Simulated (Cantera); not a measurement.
Mixture: CH4 : H2 : O2 : N2 = 1 : 0.48 : 2.04 : 7.66 (molar parts), equivalence ratio 1.1, at 2700000 Pa, adiabatic and at constant volume. Ignition delay is the time to a rise of 400 K.

Model: GRI-Mech 3.0 (53 species, 325 reactions), integrated in Cantera. The pressure lies above the range GRI-Mech 3.0 was tuned for (to about 10 atm).

Problem. Predict: delay at 1300 K; delay at 1375 K; delay at 1450 K; delay at 1525 K; delay at 1600 K; apparent activation energy between 1450 and 1600 K.

Solution. 
```
Item                                                    Result
--------------------------------------------------  ----------
delay at 1300 K                                        66.1 µs
delay at 1375 K                                        35.6 µs
delay at 1450 K                                        21.3 µs
delay at 1525 K                                        13.4 µs
delay at 1600 K                                        8.73 µs
apparent activation energy between 1450 and 1600 K  110 kJ/mol
```
